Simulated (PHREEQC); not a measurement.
1 kg of water holding 0.18 mol NaHCO3 meets 20 L of dry gas (H2 1 by moles) at fixed total pressure, at 40 °C; fugacities by Peng-Robinson. The gases take part in no redox reaction, some water evaporates into the gas, and hydrates or a liquid gas phase aren't modelled. Nothing may precipitate in this run.

The numbers come from PHREEQC with the ion-association model, phreeqc.dat.

```json
[
 {"P (atm)": "2", "dissolved H2 (mol/kgw)": "0.00138", "φ of H2": "1.001"},
 {"P (atm)": "5", "dissolved H2 (mol/kgw)": "0.00352", "φ of H2": "1.001"},
 {"P (atm)": "10", "dissolved H2 (mol/kgw)": "0.00706", "φ of H2": "1.003"},
 {"P (atm)": "20", "dissolved H2 (mol/kgw)": "0.0141", "φ of H2": "1.006"},
 {"P (atm)": "30", "dissolved H2 (mol/kgw)": "0.0209", "φ of H2": "1.008"},
 {"P (atm)": "40", "dissolved H2 (mol/kgw)": "0.0277", "φ of H2": "1.011"},
 {"P (atm)": "50", "dissolved H2 (mol/kgw)": "0.0344", "φ of H2": "1.014"},
 {"P (atm)": "75", "dissolved H2 (mol/kgw)": "0.0505", "φ of H2": "1.022"},
 {"P (atm)": "100", "dissolved H2 (mol/kgw)": "0.0661", "φ of H2": "1.031"},
 {"P (atm)": "150", "dissolved H2 (mol/kgw)": "0.0955", "φ of H2": "1.049"},
 {"P (atm)": "200", "dissolved H2 (mol/kgw)": "0.123", "φ of H2": "1.069"},
 {"P (atm)": "300", "dissolved H2 (mol/kgw)": "0.172", "φ of H2": "1.114"},
 {"P (atm)": "400", "dissolved H2 (mol/kgw)": "0.215", "φ of H2": "1.166"}
]
```

At this temperature some constants are extrapolated from 25 °C, and those without enthalpy data are left unchanged.
